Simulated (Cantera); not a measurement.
Feed: 1 mol CuO, 0.97 mol CH4, 1.6 mol H2, 1.4 mol C, equilibrated at 1.00 Torr.

Method: chemical equilibrium by Gibbs-energy minimisation in Cantera with the NASA 1993 tables (ideal gas, pure condensed phases). Candidate condensed phases: C, C6H6, C7H8, C8H18, Cu, CuO, Cu(OH)2, Cu2O, H2O; 113 gas species. The numbers say what is thermodynamically allowed, not how fast it happens.

x: gas mole fraction; n: condensed amount in mol.

```csv
T (K),x H2,x CO,x Cu,x H,x Cu2,x C2H2 (acetylene),x CH4,n C(graphite),n Cu(s),n Cu(l)
1300,0.780,0.220,0.000118,2.68e-5,9.72e-9,4.49e-7,6.37e-6,1.37,0.999,0
1350,0.779,0.220,0.000367,5.76e-5,4.81e-8,9.65e-7,4.67e-6,1.37,0.998,0
1400,0.779,0.220,0.00101,0.000118,1.97e-7,1.96e-6,3.49e-6,1.37,0,0.995
1450,0.778,0.220,0.00258,0.000228,7.23e-7,3.79e-6,2.66e-6,1.37,0,0.988
1500,0.775,0.219,?,?,?,?,?,1.37,0,0.972
1550,0.768,0.217,?,?,?,?,?,1.37,0,0.936
1600,0.755,0.214,0.0298,0.00129,2.13e-5,2.08e-5,1.24e-6,1.37,0,0.860
1650,0.730,0.207,0.0609,0.00213,5.72e-5,3.33e-5,9.45e-7,1.37,0,0.705
```

### Question
Some entries are withheld; supply them.

### Answer

- 1500, x Cu: 0.00617
- 1500, x H: 0.000424
- 1500, x Cu2: 2.42e-6
- 1500, x C2H2 (acetylene): 6.99e-6
- 1500, x CH4: 2.06e-6
- 1550, x Cu: 0.0139
- 1550, x H: 0.000756
- 1550, x Cu2: 7.45e-6
- 1550, x C2H2 (acetylene): 1.23e-5
- 1550, x CH4: 1.60e-6
